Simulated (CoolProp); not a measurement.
Vapour-liquid equilibrium of propane (1) + isobutene (2) at 12.5 bar; x and y are mole fractions of (1).

The numbers come from the multi-fluid Helmholtz-energy mixture model, Lemmon 2009 and Lemmon 2005; pair parameters Bell 2016 in CoolProp.

```tsv
x	bubble temperature, mixture model (K)	bubble temperature, Raoult's law (K)	y, mixture model	y, Raoult's law
0.05	350.1	350.6	0.107	0.119
0.125	344.9	345.6	0.242	0.272
0.2	340.4	341.1	0.354	0.398
0.275	336.4	337.0	0.450	0.504
0.35	332.8	333.2	0.533	0.593
0.425	329.6	329.7	0.606	0.670
0.5	326.5	326.4	0.673	0.735
0.575	323.6	323.3	0.735	0.791
0.65	320.9	320.5	0.791	0.840
0.725	318.2	317.8	0.844	0.883
0.8	315.7	315.3	0.892	0.920
0.875	313.2	312.9	0.936	0.953
0.95	310.8	310.7	0.976	0.982
```

The largest gap from Raoult's law is -0.7 K in bubble temperature, at x = 0.2. No azeotrope shows between x = 0.05 and 0.95.

The pair parameters rest on a limited set of measurements; away from them the model extrapolates. The gap from Raoult's law changes sign with composition, which may be real or a fault of the pair parameters; it wasn't checked against measurements.
